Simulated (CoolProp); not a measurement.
Vapour pressure (bar) of R1234yf: the reference equation beside estimates from Tc = 94.7 °C, pc = 33.84 bar, ω = 0.276. Clausius-Clapeyron is anchored at 12.35 °C with a constant enthalpy of vaporisation of 17.69 kJ/mol.

The numbers come from the reference Helmholtz-energy equation of state, Lemmon 2022 in CoolProp.

```csv
T (°C),reference,Clausius-Clapeyron,van der Waals,Redlich-Kwong,Soave-Redlich-Kwong
-14.15,1.898,2.197,6.989,3.108,1.899
-9.75,2.238,2.520,7.609,3.573,2.244
-5.35,2.624,2.877,8.263,4.086,2.635
-0.95,3.058,3.271,8.953,4.649,3.076
3.55,3.557,3.715,9.696,5.280,3.584
7.95,4.102,4.189,10.46,5.953,4.139
12.35,4.708,4.708,11.26,6.683,4.756
16.75,5.379,5.271,12.10,7.474,5.441
21.25,6.136,5.897,13.00,8.348,6.215
25.65,6.952,6.559,13.92,9.267,7.049
30.05,7.847,7.273,14.87,10.25,7.963
34.55,8.848,8.059,15.90,11.34,8.986
38.95,9.916,8.883,16.94,12.46,10.08
43.35,11.08,9.766,18.02,13.67,11.26
```

Absolute difference from the reference over all 14 rows, mean and median: Clausius-Clapeyron 7.3 and 7.1 %, van der Waals 144.5 and 132.1 %, Redlich-Kwong 41.6 and 40.4 %, Soave-Redlich-Kwong 1.0 and 1.1 %.
